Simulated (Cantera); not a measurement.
Cantera run, input and output.

```python
import numpy as np
import cantera as ct

gas = ct.Solution("gri30.yaml")
gas.TPX = 1200, 2666, {'H2': 0.38, 'O2': 1, 'N2': 0.25, 'H2O': 0.064}
reactor = ct.IdealGasConstPressureReactor(gas, energy="off", clone=False)
net = ct.ReactorNet([reactor])
net.rtol, net.atol = 1e-08, 1e-18
show = ['H2', 'O2', 'H', 'N2O', 'NO', 'OH']
times = np.geomspace(4e-05, 70, 10)

steps = ct.SolutionArray(gas, extra=["t"])
rows = []
print(f"{'t/s':>10s}{'T/K':>9s}{'P/Pa':>11s}" + "".join(f"{s:>11s}" for s in show))
for t in times:
    while net.time < t:
        t_next = net.step()
        steps.append(gas.state, t=t_next)
    rows.append([np.interp(t, steps.t, y) for y in (steps.T, steps.P, *steps(*show).X.T)])
    print(f"{t:10.3e}{rows[-1][0]:9.1f}{rows[-1][1]:11.4g}" + "".join(f"{x:11.3e}" for x in rows[-1][2:]))
rate = np.gradient(steps.T, steps.t)
print("integrator steps:", len(steps.t))
if steps.T.max() > steps.T[0] + 200:
    print(f"time of steepest temperature rise: {steps.t[rate.argmax()]:.4e} s")
gas.TPX = 1200, 2666, {'H2': 0.38, 'O2': 1, 'N2': 0.25, 'H2O': 0.064}
gas.equilibrate("TP")
print(f"equilibrium (TP): T = {gas.T:.1f} K  " + "  ".join(f"{s} {gas[s].X[0]:.3e}" for s in show))
```

Output:

```
       t/s      T/K       P/Pa         H2         O2          H        N2O         NO         OH
 4.000e-05   1200.0       2666  2.243e-01  5.903e-01  1.089e-08  2.590e-17  6.168e-21  2.437e-09
 1.976e-04   1200.0       2666  2.243e-01  5.903e-01  8.387e-07  1.316e-15  2.502e-18  2.314e-07
 9.759e-04   1200.0       2666  1.678e-02  4.818e-01  8.171e-02  9.509e-10  1.686e-07  1.086e-02
 4.820e-03   1200.0       2666  5.251e-03  5.218e-01  1.333e-02  3.180e-09  1.092e-06  6.344e-03
 2.381e-02   1200.0       2666  2.018e-04  5.376e-01  9.048e-05  6.099e-09  1.169e-06  1.212e-03
 1.176e-01   1200.0       2666  9.624e-06  5.384e-01  1.029e-06  7.110e-09  1.168e-06  2.741e-04
 5.809e-01   1200.0       2666  1.032e-06  5.385e-01  3.867e-08  7.440e-09  1.169e-06  9.187e-05
 2.869e+00   1200.0       2666  1.625e-07  5.385e-01  2.497e-09  7.327e-09  1.169e-06  3.683e-05
 1.417e+01   1200.0       2666  4.017e-08  5.386e-01  3.108e-10  5.970e-09  1.167e-06  1.830e-05
 7.000e+01   1200.0       2666  3.152e-08  5.386e-01  2.160e-10  2.283e-09  1.166e-06  1.616e-05
integrator steps: 2044
equilibrium (TP): T = 1200.0 K  H2 3.151e-08  O2 5.385e-01  H 2.160e-10  N2O 7.595e-10  NO 1.446e-04  OH 1.616e-05
```

Model: GRI-Mech 3.0 (53 species, 325 reactions), integrated in Cantera. Radical loss at walls, strong at low pressure, is not modelled. The temperature is held fixed by assumption; the heat of reaction is taken as removed at once.
